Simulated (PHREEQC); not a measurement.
Consider water at 25 °C with 0.021 mol CdCl2, 0.00054 mol Na2SO4 and 0.0031 mol H2SO4 per kg of water. Closed to the air; pH follows from the charge balance.

All values are PHREEQC results (ion-association model, wateq4f.dat), not measurements.

```json
[
 {"quantity": "pH", "before": "2.31", "after": "2.35"},
 {"quantity": "ionic strength (mol/kgw)", "before": "0.0442", "after": "0.0431"},
 {"quantity": "Cl- (mol/kgw)", "before": "0.0294", "after": "0.0290"},
 {"quantity": "SO4-2 (mol/kgw)", "before": "0.00199", "after": "0.00168"},
 {"quantity": "HSO4- (mol/kgw)", "before": "0.000543", "after": "0.000961"}
]
```

Which change was made?
(A) CdCl2 replaced by MnCl2 at the same molality
(B) Na2SO4 from 0.00054 to 0.000486 mol/kgw
(C) temperature from 25 to 60 °C
(D) CdCl2 from 0.021 to 0.105 mol/kgw
(E) CdCl2 from 0.021 to 0.0189 mol/kgw

C, temperature from 25 to 60 °C

Precipitation was switched off in this run. Constants without temperature data keep their 25 °C values here.
